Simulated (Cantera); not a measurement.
Charge: 1 mol PbO, a varied amount of H2, equilibrated at 7.80 mbar.

These are equilibrium values from Cantera (NASA tables, ideal gas, pure condensed phases), not measurements of a reactor. Candidate condensed phases: H2O, Pb, PbO, PbO2, Pb3O4; 12 gas species. Each liquid is taken as pure. Mutual solubility and eutectic melting of coexisting phases are not modelled. Rates play no part.

Stable condensed phases, one row left out:

```
T in °C \ n(H2) in mol
         0.42 0.48 0.56 0.64 0.73 0.84 0.97  1.1  1.3  1.5  1.7  1.9  2.2
   1077     A    A    A    A    A    B    B    B    B    B    B    B    B
    977     C    C    C    C    C    C    C    D    D    D    D    D    D
    927     C    C    C    C    C    C    C    D    D    D    D    D    D
    877     C    C    C    C    C    C    C    D    D    D    D    D    D
    827     C    C    C    C    C    C    C    D    D    D    D    D    D
    777     C    C    C    C    C    C    C    D    D    D    D    D    D
    727     C    C    C    C    C    C    C    D    D    D    D    D    D
    677     C    C    C    C    C    C    C    D    D    D    D    D    D
    627     C    C    C    C    C    C    C    D    D    D    D    D    D
    577     C    C    C    C    C    C    C    D    D    D    D    D    D
    527     C    C    C    C    C    C    C    D    D    D    D    D    D
    477     C    C    C    C    C    C    C    D    D    D    D    D    D
```

A: PbO; B: gas only; C: Pb + PbO; D: Pb.

Task: Give the row for 1027 °C.

Result: 0.42: Pb + PbO; 0.48: Pb + PbO; 0.56: Pb + PbO; 0.64: Pb + PbO; 0.73: Pb + PbO; 0.84: Pb + PbO; 0.97: Pb; 1.1: Pb; 1.3: Pb; 1.5: Pb; 1.7: Pb; 1.9: Pb; 2.2: gas only.
